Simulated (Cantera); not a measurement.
Feed: 1 mol C, 0.28 mol NH3, 2 mol N2, at 2275 °C and 0.0133 bar.

These are equilibrium values from Cantera (NASA tables, ideal gas, pure condensed phases), not measurements of a reactor. Candidate condensed phases: C, C6H6, C7H8, C8H18; 92 gas species. Rates play no part.

Base state: N2 0.787, H2 0.101, H 0.0849, HCN 0.0224, HNC 0.00277, C2H2 (acetylene) 0.00133, CN 0.00117, C2H 8.89e-5 (mole fractions); condensed: C(graphite).

What changes in the equilibrium state with this change: temperature from 2275 °C to 2575 °C?


| species | before | after |
|---|---|---|
| N2 | 0.787 | 0.733 |
| H | 0.0849 | 0.174 |
| H2 | 0.101 | 0.0431 |
| HCN | 0.0224 | 0.0270 |
| C5 | 2.83e-7 | 4.78e-5 |
| C2 | 7.21e-6 | 0.000418 |
| C(graphite), mol | 0.921 | 0.824 |

What changes in the equilibrium state with this change: C replaced by CH3OH?


| species | before | after |
|---|---|---|
| N2 | 0.787 | 0.355 |
| H2 | 0.101 | 0.326 |
| CO | 0 | 0.166 |
| HCN | 0.0224 | 2.12e-5 |
| H | 0.0849 | 0.153 |
| C2H2 (acetylene) | 0.00133 | 2.62e-9 |
| C2H | 8.89e-5 | <1e-9 |
| C(graphite), mol | 0.921 | 0 |
Further candidate phases: H2O.
